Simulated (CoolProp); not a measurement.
A simple Rankine cycle with water: condensing at 292.15 K, boiler at 1.72 MPa, turbine inlet 517.9 K, turbine efficiency 0.8, pump efficiency 0.8, no recuperator. Each further row changes one setting.

Model: reference Helmholtz-energy equation of state, Wagner 2002, in CoolProp.

```json
[
 {"case": "as stated", "thermal efficiency (%)": "27.5", "net work (kJ/kg)": "777", "heat in (kJ/kg)": "2820", "turbine exit temperature (K)": "292.1", "volume ratio over the turbine": "393"},
 {"case": "turbine inlet 537.9 K", "thermal efficiency (%)": "27.7", "net work (kJ/kg)": "794", "heat in (kJ/kg)": "2870", "turbine exit temperature (K)": "292.1", "volume ratio over the turbine": "380"},
 {"case": "condensing temperature 284.15 K", "thermal efficiency (%)": "28.7", "net work (kJ/kg)": "818", "heat in (kJ/kg)": "2850", "turbine exit temperature (K)": "284.1", "volume ratio over the turbine": "634"},
 {"case": "boiler pressure 1.2 MPa", "thermal efficiency (%)": "26.3", "net work (kJ/kg)": "748", "heat in (kJ/kg)": "2840", "turbine exit temperature (K)": "292.1", "volume ratio over the turbine": "275"},
 {"case": "turbine efficiency 0.7", "thermal efficiency (%)": "24.1", "net work (kJ/kg)": "679", "heat in (kJ/kg)": "2820", "turbine exit temperature (K)": "292.1", "volume ratio over the turbine": "412"}
]
```

The expansion ends wet for: as stated; turbine inlet 537.9 K; condensing temperature 284.15 K; boiler pressure 1.2 MPa; turbine efficiency 0.7.
